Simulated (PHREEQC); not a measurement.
Solution (69 °C): 0.075 mol Cu(BF4)2, 0.043 mol H2SO4 and 8.3e-05 mol H3BO3 per kg of water. Closed to the air; pH follows from the charge balance.

All values are PHREEQC results (ion-association model, wateq4f.dat), not measurements.

This is a speciation only: nothing precipitates in the calculation.

Task: Predict the pH, activity of water.

Result: pH 1.39; activity of water 0.994.

Task: In which forms is Cu present?

Result: Cu+2 90 %, CuSO4 10 % of the Cu.

Complexes and solids missing from the database can't appear. Constants without temperature data keep their 25 °C values here. Real BF4- forms and hydrolyses slowly; the run takes it at equilibrium.
